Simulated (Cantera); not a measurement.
What does this Cantera script print?

```python
import numpy as np
import cantera as ct

gas_names = [...]  # 131 gases of nasa_gas.yaml made of C, H, O
cond_names = """
    C(gr) C6H6(L) C7H8(L) C8H18(L),n-octa H2O(s) H2O(L)
""".split()


# ... load() reads the species with a 1 bar reference pressure and builds the phases ...
atoms = {
    'CO2': {'C': 1, 'O': 2},
    'O2': {'O': 2},
    'H2': {'H': 2},
}
top_T = {'C(gr)': 4500}  # K; cautious upper limits of use, not melting points


# ... equilibrate(T, P, feed) seeds the gas with the atoms and calls Mixture.equilibrate('TP', solver="vcs", rtol=1e-11, max_steps=5000) ...
results = []
feed = {'CO2': 1, 'O2': 1, 'H2': 0.85}  # mol
P = 53  # Pa
for T in [3000, 3250, 3500, 3750, 4000, 4250, 4500, 4750, 5000]:
    mix = equilibrate(T, P, feed)
    results.append((T, P, feed, dict(zip(mix.species_names, mix.species_moles))))

top = {s: max(r[3][s] / sum(r[3][g] for g in gas_names) for r in results) for s in gas_names}
cols = sorted((s for s in top if top[s] > 0.001), key=lambda s: -top[s])[:5]
seen = [c for c in cond_names if any(r[3].get(c, 0) > 1e-12 for r in results)]
print("log10 of partial pressures in bar; condensed amounts in mol")
print(f"{'T/K':>10s}" + "".join(f"{s[:9]:>10s}" for s in cols + seen))
for T, P, feed, n in results:
    ng = sum(n[g] for g in gas_names)
    print(f"{T:10.4g}" + "".join(f"{np.log10(max(n[s] / ng * P / 1e5, 1e-99)):10.3f}" for s in cols)
          + "".join(f"{n.get(c, 0):10.4g}" for c in seen))
```

Result:

```
log10 of partial pressures in bar; condensed amounts in mol
       T/K         O         H        CO         C        O2
      3000    -3.569    -3.806    -4.026   -12.103    -5.247
      3250    -3.558    -3.803    -4.030   -10.649    -5.911
      3500    -3.555    -3.802    -4.031    -9.392    -6.496
      3750    -3.555    -3.801    -4.032    -8.299    -7.007
      4000    -3.555    -3.801    -4.032    -7.341    -7.454
      4250    -3.554    -3.801    -4.033    -6.496    -7.849
      4500    -3.553    -3.803    -4.042    -5.751    -8.199
      4750    -3.549    -3.808    -4.076    -5.115    -8.505
      5000    -3.538    -3.821    -4.187    -4.629    -8.766
```

Equilibrium computed with Cantera from the NASA thermochemical tables; the gas is ideal and each condensed phase is pure.
